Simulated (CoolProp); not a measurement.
C3F8 (R218) along the isotherm 256.5 K: Z from the reference equation and from simpler models built on Tc = 345.0 K, pc = 26.40 bar, ω = 0.317; each cubic takes its own stable root.

Computed with CoolProp (reference Helmholtz-energy equation of state, Lemmon 2006). It is a short technical equation, of lower accuracy than the large ones.

```tsv
p (bar)	phase	reference
0.125	gas	0.9955
0.202	gas	0.9928
0.327	gas	0.9882
0.528	gas	0.9808
0.853	gas	0.9685
1.38	gas	0.9475
2.23	gas	0.9110
3.6	liquid	0.02074
5.81	liquid	0.03344
9.39	liquid	0.05396
15.2	liquid	0.08714
24.5	liquid	0.1399
39.6	liquid	0.2248
```

### Question
How far does each simpler model (van der Waals, Redlich-Kwong, Soave-Redlich-Kwong, Peng-Robinson) lie from the reference over these 13 states: mean and median of the absolute difference, and the worst?

### Answer
- van der Waals: mean 536.2 %, median 4.0 %, worst +4295.4 % at 256.5 K and 3.6 bar
- Redlich-Kwong: mean 324.1 %, median 2.1 %, worst +4153.1 % at 256.5 K and 3.6 bar
- Soave-Redlich-Kwong: mean 2.8 %, median 1.1 %, worst +6.2 % at 256.5 K and 3.6 bar
- Peng-Robinson: mean 3.1 %, median 0.6 %, worst -7.1 % at 256.5 K and 39.6 bar

At some of these states van der Waals, Redlich-Kwong gives the other phase, because its saturation line lies elsewhere.
